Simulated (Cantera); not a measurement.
## Stirred combustor or abatement burner

A perfectly stirred reactor is fed with 7.87 % CH4, 17.9 % O2, 67.3 % N2, 6.93 % H2O, at 3900 Torr; it is adiabatic with a 600 K inlet, and is followed from long to short residence time, starting on the burning branch (τ in s: 0.022, 0.011, 0.006, 0.0031, 0.0016, 0.00084, 0.00044, 0.00023, 0.00012, 6.2e-05, 3.2e-05, 1.7e-05, 8.7e-06).

Detailed kinetics in Cantera: GRI-Mech 3.0 (53 species, 325 reactions).

```
τ (s)    T (K)     x CH4    x O2   x H2O    x CH2     x CO
-------  -----  --------  ------  ------  -------  -------
0.022     2202   4.48e-6  0.0214   0.224  1.10e-7  0.00174
0.011     2199   8.43e-6  0.0217   0.224  2.13e-7  0.00199
0.0060    2195   1.43e-5  0.0220   0.223  3.73e-7  0.00237
0.0031    2187   2.44e-5  0.0224   0.223  6.70e-7  0.00302
0.0016    2174   4.06e-5  0.0231   0.222  1.17e-6  0.00403
0.00084   2157   6.54e-5  0.0240   0.220  1.94e-6  0.00542
0.00044   2133  0.000105  0.0253   0.219  3.12e-6  0.00733
0.00023   2101  0.000173  0.0271   0.216  4.91e-6  0.00987
0.00012   2060  0.000294  0.0296   0.214  7.58e-6   0.0132
6.2e-5    2005  0.000546  0.0333   0.211  1.18e-5   0.0180
3.2e-5    1917   0.00133  0.0406   0.206  1.95e-5   0.0263
1.7e-5     600    0.0787   0.179  0.0693   <1e-12   <1e-12
8.7e-6     600    0.0787   0.179  0.0693   <1e-12   <1e-12
```
x: mole fraction; the columns are a selection and need not sum to one.
